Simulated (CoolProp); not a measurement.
Aqueous methanol as a coolant, at -8 °C, 1 atm.

The numbers come from the Melinder's fits for secondary coolants in CoolProp.

| mass % | freezing point (°C) | density (kg/m³) | viscosity (mPa s) | cp (kJ/(kg K)) | conductivity (W/(m K)) |
|---|---|---|---|---|---|
| 16.7 | -12.0 | 977.3 | 4.27 | 4.117 | 0.468 |
| 23.3 | -18.3 | 970.6 | 4.83 | 3.959 | 0.439 |
| 29.9 | -25.6 | 963.3 | 5.13 | 3.806 | 0.412 |
| 36.6 | -34.0 | 954.8 | 5.15 | 3.661 | 0.385 |
| 43.2 | -43.4 | 945.0 | 4.91 | 3.519 | 0.361 |
| 49.8 | -54.1 | 934.0 | 4.51 | 3.368 | 0.338 |
